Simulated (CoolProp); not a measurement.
A single-stage vapour-compression cycle with the fluid: evaporating at 287.15 K (dew point), condensing at 336.15 K (bubble point), superheat 2 K, subcooling 0 K, compressor efficiency 0.65, no pressure losses. The same conditions are run with several fluids, on thermodynamics alone (safety and materials aside).

Model: reference Helmholtz-energy equation of state of each fluid (R1224YDZ: Akasaka 2023; vinyl chloride: Thol 2022; R227EA: Lemmon 2016; ammonia: Gao 2020; R21: Platzer 1990; neopentane: Lemmon 2006), in CoolProp. The equations of Platzer and Polt are older, rougher fits.

Task: Rank R1224YDZ, vinyl chloride, R227EA, ammonia, R21, neopentane by cooling COP, highest first.

Result: R21 (3.23), vinyl chloride (3.17), ammonia (3.06), R1224YDZ (2.96), neopentane (2.84), R227EA (2.33)

```
fluid           pressure ratio  discharge temperature (K)  refrigerating effect (kJ/kg)  volumetric capacity (kJ/m³)
--------------  --------------  -------------------------  ----------------------------  ---------------------------
R1224YDZ                  4.86                      344.7                           113                          721
vinyl chloride            3.81                      384.7                           257                         1990
R227EA                    3.95                      336.1                          58.7                         1490
ammonia                   3.99                      435.9                           973                         5340
R21                       4.58                      386.3                           185                         1020
neopentane                4.18                      336.1                           198                          742
```

The compression ends wet for: R227EA; neopentane.
